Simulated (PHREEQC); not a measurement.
2.3 g of hydrous ferric oxide (600 m²/g; 0.2 weak and 0.005 strong sites per Fe, Dzombak-Morel constants, diffuse double layer) in 1 kg of water with 0.05 mol/kgw of an inert sodium salt and 0.11 mmol/kgw Na2SeO4, at 25 °C; the pH is set by adding NaOH or the inert anion's acid. Oxygen alone is held at its pressure in air (log pO2 = -0.68). No CO2 enters from the air. Nothing may precipitate in this run.

The series has 17 steps of pH, from 4 to 10.

All values are PHREEQC results (ion-association model, wateq4f.dat), not measurements.

Near which pH is half of the Se sorbed, and on which side is more sorbed?

Near pH 6.9, with more sorbed at lower pH.
